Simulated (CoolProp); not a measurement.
Properties of R407C along the isotherm 370.3 K.

Values from CoolProp's reference Helmholtz-energy equation of state, Lemmon 2003. It is a pseudo-pure fit of the blend.

```json
[
 {"p (MPa)": "0.724", "phase": "gas", "cv (kJ/(kg K))": "0.8607", "isothermal compressibility (1/MPa)": "1.461", "Prandtl number": "0.790"},
 {"p (MPa)": "1.45", "phase": "gas", "cv (kJ/(kg K))": "0.8833", "isothermal compressibility (1/MPa)": "0.7814", "Prandtl number": "0.829"},
 {"p (MPa)": "2.17", "phase": "gas", "cv (kJ/(kg K))": "0.9085", "isothermal compressibility (1/MPa)": "0.5685", "Prandtl number": "0.896"},
 {"p (MPa)": "2.89", "phase": "gas", "cv (kJ/(kg K))": "0.9376", "isothermal compressibility (1/MPa)": "0.4771", "Prandtl number": "1.01"},
 {"p (MPa)": "3.62", "phase": "gas", "cv (kJ/(kg K))": "0.9734", "isothermal compressibility (1/MPa)": "0.4458", "Prandtl number": "1.20"},
 {"p (MPa)": "4.34", "phase": "gas", "cv (kJ/(kg K))": "1.020", "isothermal compressibility (1/MPa)": "0.4738", "Prandtl number": "1.60"},
 {"p (MPa)": "5.07", "phase": "supercritical", "cv (kJ/(kg K))": "1.095", "isothermal compressibility (1/MPa)": "0.6442", "Prandtl number": "2.91"},
 {"p (MPa)": "5.79", "phase": "supercritical", "cv (kJ/(kg K))": "1.145", "isothermal compressibility (1/MPa)": "0.6568", "Prandtl number": "5.93"},
 {"p (MPa)": "6.51", "phase": "supercritical", "cv (kJ/(kg K))": "1.068", "isothermal compressibility (1/MPa)": "0.1744", "Prandtl number": "3.66"},
 {"p (MPa)": "7.24", "phase": "supercritical", "cv (kJ/(kg K))": "1.037", "isothermal compressibility (1/MPa)": "0.08814", "Prandtl number": "2.99"},
 {"p (MPa)": "7.96", "phase": "supercritical", "cv (kJ/(kg K))": "1.021", "isothermal compressibility (1/MPa)": "0.05848", "Prandtl number": "2.71"},
 {"p (MPa)": "8.68", "phase": "supercritical", "cv (kJ/(kg K))": "1.011", "isothermal compressibility (1/MPa)": "0.04368", "Prandtl number": "2.56"},
 {"p (MPa)": "9.41", "phase": "supercritical", "cv (kJ/(kg K))": "1.004", "isothermal compressibility (1/MPa)": "0.03477", "Prandtl number": "2.46"},
 {"p (MPa)": "10.1", "phase": "supercritical", "cv (kJ/(kg K))": "0.9995", "isothermal compressibility (1/MPa)": "0.02917", "Prandtl number": "2.40"},
 {"p (MPa)": "10.9", "phase": "supercritical", "cv (kJ/(kg K))": "0.9952", "isothermal compressibility (1/MPa)": "0.02460", "Prandtl number": "2.35"},
 {"p (MPa)": "11.6", "phase": "supercritical", "cv (kJ/(kg K))": "0.9922", "isothermal compressibility (1/MPa)": "0.02165", "Prandtl number": "2.32"}
]
```

Viscosity comes from a separate model (Geller 2000). Thermal conductivity comes from a separate model (Geller 2001).
